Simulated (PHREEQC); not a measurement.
Solution (25 °C): 0.007 mol Na2SeO3 per kg of water. Closed to the air; pH follows from the charge balance.

Equilibrium calculation in PHREEQC: ion-association model, wateq4f.dat.

**Question.** The ionic strength comes out as 0.0209 mol/kgw. What activity coefficients do OH-, SeO3-2, Na+, HSeO3- get?

**Answer.** OH- 0.86, SeO3-2 0.57, Na+ 0.87, HSeO3- 0.87.

This is a speciation only: nothing precipitates in the calculation.
